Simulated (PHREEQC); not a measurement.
## Polishing slurry liquid

Dissolve 0.0068 mol/kgw H2SO4, 0.00037 mol/kgw H4SiO4 and 0.00026 mol/kgw H3BO3 at 25 °C. Closed to the air; pH follows from the charge balance.

All values are PHREEQC results (ion-association model, phreeqc.dat), not measurements.

No solid was allowed to form.

**Question.** Predict the pH, specific conductance, ionic strength.

**Answer.** pH 2.01; specific conductance 4180 µS/cm; ionic strength 0.0150 mol/kgw.

**Question.** In which forms is S present?

**Answer.** SO4-2 60 %, HSO4- 40 % of the S.

The solution is supersaturated, for example in Quartz (slow to form), Chalcedony (slow to form), so a real one may precipitate; this is no full list. Species that the database lacks are ignored.
